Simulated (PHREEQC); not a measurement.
0.6 g of hydrous ferric oxide (600 m²/g; 0.2 weak and 0.005 strong sites per Fe, Dzombak-Morel constants, diffuse double layer) in 1 kg of water with 0.3 mol/kgw of an inert sodium salt and 0.0034 mmol/kgw Na2SO4, at 25 °C; the pH is set by adding NaOH or the inert anion's acid. Oxygen is held at 0.21 atm. The system is closed to CO2. Nothing may precipitate in this run.

Equilibrium calculation in PHREEQC: ion-association model, wateq4f.dat.

| pH | S sorbed (%) | surface charge σ (C/m²) | surface potential ψ (mV) |
|---|---|---|---|
| 3 | 92.8 | 0.366 | 125 |
| 3.67 | 92.5 | 0.358 | 124 |
| 4.33 | 90.6 | 0.330 | 120 |
| 5 | 83.1 | 0.268 | 110 |
| 5.67 | 60.1 | 0.190 | 93 |
| 6.33 | 23.9 | 0.121 | 71 |
| 7 | 4.5 | 0.066 | 46 |
| 7.67 | 0.5 | 0.024 | 19 |
| 8.33 | 0.1 | -0.012 | -9 |
| 9 | 0.0 | -0.051 | -38 |
| 9.67 | 0.0 | -0.101 | -64 |
| 10.33 | 0.0 | -0.166 | -86 |
| 11 | 0.0 | -0.244 | -105 |

The oxide is taken as insoluble; below pH 4 it would dissolve.
